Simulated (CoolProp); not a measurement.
The numbers come from the reference Helmholtz-energy equation of state, Akasaka 2023 in CoolProp.

Q: For R1336mzz(E), give the phase and the density (kg/m³), Joule-Thomson coefficient (K/MPa), isothermal compressibility (1/MPa), expansivity (1/kK) at 207.6 K and 5.7 MPa; 371.2 K and 5.7 MPa; 386.9 K and 0.555 MPa.

A: 
- 207.6 K and 5.7 MPa: liquid; density 1570, Joule-Thomson coefficient -0.382, isothermal compressibility 0.000835, expansivity 1.44
- 371.2 K and 5.7 MPa: liquid; density 1100, Joule-Thomson coefficient 0.283, isothermal compressibility 0.0121, expansivity 3.81
- 386.9 K and 0.555 MPa: gas; density 31.1, Joule-Thomson coefficient 13.2, isothermal compressibility 1.99, expansivity 3.58
